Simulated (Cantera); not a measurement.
Mixture: H2 : O2 : N2 = 1 : 0.505 : 1.9 (molar parts), equivalence ratio 0.99, at 1.00 atm, adiabatic and at constant pressure. Ignition delay is the time to a rise of 400 K.

Cantera simulation using GRI-Mech 3.0 (53 species, 325 reactions); the numbers are that mechanism's predictions, not measurements. Where the delays flatten at high temperature, the 400 K rule measures the pace of heat release, not the induction time.

**Question.** What does this change do: H2 1 to 0.54 parts?

**Answer.** 
| quantity | before | after |
|---|---|---|
| delay at 1175 K | 53.6 µs | 57.1 µs |
| delay at 1250 K | 36.7 µs | 40.5 µs |
| delay at 1325 K | 27.5 µs | 31.6 µs |
| delay at 1400 K | 22.0 µs | 26.6 µs |
| delay at 1475 K | 18.8 µs | 24.0 µs |
| delay at 1550 K | 17.0 µs | 22.9 µs |
| delay at 1625 K | 16.0 µs | 22.8 µs |

**Question.** What does this change do: pressure from 1.00 atm to 0.770 atm?

**Answer.** 
```csv
quantity,before,after
delay at 1175 K,53.6 µs,69.0 µs
delay at 1250 K,36.7 µs,48.4 µs
delay at 1325 K,27.5 µs,37.0 µs
delay at 1400 K,22.0 µs,30.4 µs
delay at 1475 K,18.8 µs,26.6 µs
delay at 1550 K,17.0 µs,24.6 µs
delay at 1625 K,16.0 µs,23.8 µs
```
